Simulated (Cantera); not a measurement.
A Cantera script and its output.

```python
import numpy as np
import cantera as ct

gas = ct.Solution("gri30.yaml")
gas.TPX = 425, 150000, {'C3H8': 1, 'O2': 5, 'N2': 18.8}
flame = ct.FreeFlame(gas, width=0.03)
flame.set_refine_criteria(ratio=3, slope=0.08, curve=0.16)
flame.transport_model = "mixture-averaged"
flame.solve(loglevel=0, auto=True)
z, T = flame.grid, flame.T
thick = (T[-1] - T[0]) / np.gradient(T, z).max()
show = ['C3H8', 'O2', 'NO2', 'C2H', 'C2H2', 'CO']
print(f"laminar burning velocity  {flame.velocity[0] * 100:.3f} cm/s")
print(f"burnt temperature         {T[-1]:.1f} K")
print(f"thermal thickness         {thick * 1e3:.4f} mm")
print(f"grid points               {len(z)}")
z0 = z[flame.heat_release_rate.argmax()]
print(f"{'z/mm':>9s}{'T/K':>9s}{'u/(m/s)':>9s}" + "".join(f"{s:>11s}" for s in show))
rows = []
for k in (-3, -2, -1.5, -1, -0.5, -0.25, 0, 0.25, 0.5, 1, 2, 4, 8):
    zz = z0 + k * thick
    rows.append([k * thick, np.interp(zz, z, T), np.interp(zz, z, flame.velocity),
                 *(np.interp(zz, z, flame.X[gas.species_index(s)]) for s in show)])
    print(f"{rows[-1][0] * 1e3:9.3f}{rows[-1][1]:9.1f}{rows[-1][2]:9.3f}" + "".join(f"{x:11.3e}" for x in rows[-1][3:]))
```

It prints:

```
laminar burning velocity  79.058 cm/s
burnt temperature         2347.5 K
thermal thickness         0.2158 mm
grid points               148
     z/mm      T/K  u/(m/s)       C3H8         O2        NO2        C2H       C2H2         CO
   -0.647    425.1    0.791  4.030e-02  2.015e-01  4.732e-11  8.662e-29  7.699e-09  1.897e-06
   -0.432    426.3    0.795  4.024e-02  2.011e-01  1.375e-09  2.459e-24  2.417e-07  4.168e-05
   -0.324    430.7    0.805  4.016e-02  2.003e-01  7.173e-09  4.719e-22  1.344e-06  1.936e-04
   -0.216    469.7    0.883  3.976e-02  1.961e-01  6.394e-08  1.549e-18  1.526e-05  1.588e-03
   -0.108    824.7    1.591  3.144e-02  1.621e-01  2.150e-07  8.107e-12  2.491e-04  1.653e-02
   -0.054   1258.8    2.503  1.276e-02  1.178e-01  7.427e-08  1.700e-08  7.257e-04  3.897e-02
    0.000   1678.2    3.411  4.840e-04  6.874e-02  1.340e-08  1.460e-06  1.218e-03  6.256e-02
    0.054   1860.4    3.785  5.150e-07  4.076e-02  4.020e-09  1.323e-06  2.573e-04  6.338e-02
    0.108   1919.3    3.887  6.921e-11  2.986e-02  4.368e-09  8.759e-08  1.077e-05  5.353e-02
    0.216   1985.1    3.991  3.042e-17  2.311e-02  5.109e-09  1.337e-10  1.268e-08  4.124e-02
    0.432   2065.0    4.126  3.847e-25  1.916e-02  6.370e-09  4.670e-15  3.885e-13  3.389e-02
    0.863   2150.9    4.275  5.257e-36  1.588e-02  9.078e-09  1.883e-21  1.527e-19  2.960e-02
    1.726   2228.6    4.406 -4.399e-44  1.267e-02  1.423e-08  2.268e-22  1.928e-20  2.512e-02
```

Model: GRI-Mech 3.0 (53 species, 325 reactions), integrated in Cantera. GRI-Mech 3.0 was tuned for natural gas; its chemistry of propane as a main component is partial and can be far from experiment. Burning velocities carry a grid error of a few per cent, more on coarse grids.
